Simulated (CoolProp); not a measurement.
Vapour-liquid equilibrium of propane (1) + dimethyl ether (2) at 21 kPa; x and y are mole fractions of (1).

Values from CoolProp's multi-fluid Helmholtz-energy mixture model, Lemmon 2009 and Wu 2011; pair parameters Bell 2016.

Task: Give the bubble temperature and the first vapour's composition at x = 0.05, 0.2, 0.8. Is there an azeotrope?

Result: x = 0.05: -59.3 °C, y = 0.230; x = 0.2: -65.4 °C, y = 0.543; x = 0.8: -71.8 °C, y = 0.867. No azeotrope shows between x = 0.05 and 0.95.

The pair parameters rest on a limited set of measurements; away from them the model extrapolates.
